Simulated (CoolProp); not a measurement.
The numbers come from the reference Helmholtz-energy equation of state, Bücker 2006 in CoolProp.

### Question
Give the vapour pressure (MPa), vapour density (kg/m³), liquid cp (kJ/(kg K)) of saturated isobutane at 21.75, 40.65 °C.

### Answer
```
T (°C)  p (MPa)  vapour density (kg/m³)  liquid cp (kJ/(kg K))
------  -------  ----------------------  ---------------------
21.75     0.319                    8.32                   2.41
40.65     0.540                    13.9                   2.54
```
